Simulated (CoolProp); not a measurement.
Aqueous potassium acetate as a coolant, 31 % by mass, freezing at -24.7 °C, 1 atm.

Values from CoolProp's Melinder's fits for secondary coolants.

```json
[
 {"T (°C)": "-19.2", "density (kg/m³)": "1178", "viscosity (mPa s)": "9.98", "conductivity (W/(m K))": "0.448", "Prandtl number": "69.5"},
 {"T (°C)": "-13.5", "density (kg/m³)": "1176", "viscosity (mPa s)": "7.54", "conductivity (W/(m K))": "0.455", "Prandtl number": "51.9"},
 {"T (°C)": "-7.8", "density (kg/m³)": "1174", "viscosity (mPa s)": "5.87", "conductivity (W/(m K))": "0.462", "Prandtl number": "39.9"},
 {"T (°C)": "-2.1", "density (kg/m³)": "1172", "viscosity (mPa s)": "4.68", "conductivity (W/(m K))": "0.469", "Prandtl number": "31.5"},
 {"T (°C)": "3.6", "density (kg/m³)": "1170", "viscosity (mPa s)": "3.83", "conductivity (W/(m K))": "0.476", "Prandtl number": "[?]"},
 {"T (°C)": "9.3", "density (kg/m³)": "[?]", "viscosity (mPa s)": "[?]", "conductivity (W/(m K))": "0.484", "Prandtl number": "21.0"},
 {"T (°C)": "15", "density (kg/m³)": "1166", "viscosity (mPa s)": "2.71", "conductivity (W/(m K))": "0.491", "Prandtl number": "17.6"},
 {"T (°C)": "20.7", "density (kg/m³)": "1163", "viscosity (mPa s)": "2.33", "conductivity (W/(m K))": "0.498", "Prandtl number": "15.0"},
 {"T (°C)": "26.4", "density (kg/m³)": "[?]", "viscosity (mPa s)": "2.03", "conductivity (W/(m K))": "0.505", "Prandtl number": "12.9"},
 {"T (°C)": "32.1", "density (kg/m³)": "[?]", "viscosity (mPa s)": "1.79", "conductivity (W/(m K))": "0.512", "Prandtl number": "11.3"}
]
```

### Question
Fill in the missing entries.

### Answer

- 3.6, Prandtl number: 25.4
- 9.3, density (kg/m³): 1168
- 9.3, viscosity (mPa s): 3.19
- 26.4, density (kg/m³): 1161
- 32.1, density (kg/m³): 1158
